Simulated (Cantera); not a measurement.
A perfectly stirred reactor is fed with 0.626 % H2, 99.4 % O2, equivalence ratio 0.0032, at 2670 Pa; it is held at 1325 K, and followed from long to short residence time.

Cantera simulation using the H2/O2 subset of GRI-Mech 3.0, which has no nitrogen chemistry; the numbers are that mechanism's predictions, not measurements. Radical loss at walls, strong at low pressure, is not modelled.

One state of this run: x H2 = 8.12e-5; x O2 = 0.990; x H = 8.26e-5; x OH = 0.000648; x H2O2 = 1.70e-8; x H2O = 0.00582. x: mole fraction; the columns are a selection and need not sum to one.

Which value of τ (s) does it belong to?
(A) 1.1
(B) 0.026
(C) 0.067
(D) 0.44

C, 0.067
